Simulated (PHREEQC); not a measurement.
Solution (25 °C): 0.11 mol/kgw Ni(NO3)2, 0.0033 mol/kgw H3BO3 and 0.019 mol/kgw NiCl2. Closed to the air; pH follows from the charge balance.

The numbers come from PHREEQC with the ion-association model, wateq4f.dat.

This is a speciation only: nothing precipitates in the calculation.

What pH does the model give?

pH 5.55.

In which forms is Ni present?

Ni+2 98 %, NiCl+ 2.2 % of the Ni.
